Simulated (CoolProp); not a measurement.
Values from CoolProp's reference Helmholtz-energy equation of state, Lemmon 2013.

### Question
For propylene, give the phase and the Z, speed of sound (m/s) at -61.25 °C and 6480 kPa; -53.85 °C and 6480 kPa; -2.65 °C and 6480 kPa.

### Answer
- -61.25 °C and 6480 kPa: liquid; Z 0.245, speed of sound 1320
- -53.85 °C and 6480 kPa: liquid; Z 0.240, speed of sound 1270
- -2.65 °C and 6480 kPa: liquid; Z 0.216, speed of sound 964
